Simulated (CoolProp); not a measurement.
Properties of the fluoroketone C6F12O (FK-5-1-12) along the isobar 802 kPa.

Values from CoolProp's reference Helmholtz-energy equation of state, McLinden 2015.

```json
[
 {"T (K)": "248.7", "phase": "liquid", "speed of sound (m/s)": "667.6", "expansivity (1/kK)": "1.557"},
 {"T (K)": "273.9", "phase": "liquid", "speed of sound (m/s)": "586.4", "expansivity (1/kK)": "1.681"},
 {"T (K)": "299", "phase": "liquid", "speed of sound (m/s)": "507.4", "expansivity (1/kK)": "1.861"},
 {"T (K)": "324.1", "phase": "liquid", "speed of sound (m/s)": "430.2", "expansivity (1/kK)": "2.125"},
 {"T (K)": "349.2", "phase": "liquid", "speed of sound (m/s)": "354.3", "expansivity (1/kK)": "2.537"},
 {"T (K)": "374.4", "phase": "liquid", "speed of sound (m/s)": "278.0", "expansivity (1/kK)": "3.271"},
 {"T (K)": "424.6", "phase": "gas", "speed of sound (m/s)": "85.86", "expansivity (1/kK)": "5.283"},
 {"T (K)": "449.7", "phase": "gas", "speed of sound (m/s)": "93.89", "expansivity (1/kK)": "4.057"},
 {"T (K)": "474.9", "phase": "gas", "speed of sound (m/s)": "100.3", "expansivity (1/kK)": "3.370"},
 {"T (K)": "500", "phase": "gas", "speed of sound (m/s)": "105.6", "expansivity (1/kK)": "2.925"}
]
```
